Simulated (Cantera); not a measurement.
Charge: 1 mol MgSO4, 0.11 mol H2, equilibrated at 1998.15 K.

Cantera equilibrium calculation (NASA polynomials, part measured and part estimated; ideal gas, pure solids and liquids). Candidate condensed phases: H2O, H2SO4, Mg, MgO, Mg(OH)2, MgS, MgSO4, S; 26 gas species. Equilibrium is a limit: real reactors are often held back by kinetics, nucleation or transport.

x: gas mole fraction; n: condensed amount in mol.

```
P (Pa)   x SO2   x O2   x H2O       x O      x SO     x OH  x H  n MgO(s)
-------  -----  -----  ------  --------  --------  -------  ---  --------
10       0.594  0.267  0.0522    0.0341    0.0168   0.0156  ___     0.986
100      0.629  0.278  0.0631    0.0110   0.00551  0.00972  ___     1.000
1000     0.638  0.283  0.0671   0.00351   0.00175  0.00566  ___     1.000
10000    0.641  0.284  0.0689   0.00111  0.000555  0.00323  ___     1.000
100000   0.641  0.285  0.0698  0.000352  0.000175  0.00183  ___     1.000
1000000  0.639  0.284  0.0704  0.000111   5.54e-5  0.00103  ___     1.000
```

**Question.** Fill in the missing entries.

**Answer.** 
- 10, x H: 0.00861
- 100, x H: 0.00167
- 1000, x H: 0.000304
- 10000, x H: 5.47e-5
- 100000, x H: 9.80e-6
- 1000000, x H: 1.75e-6
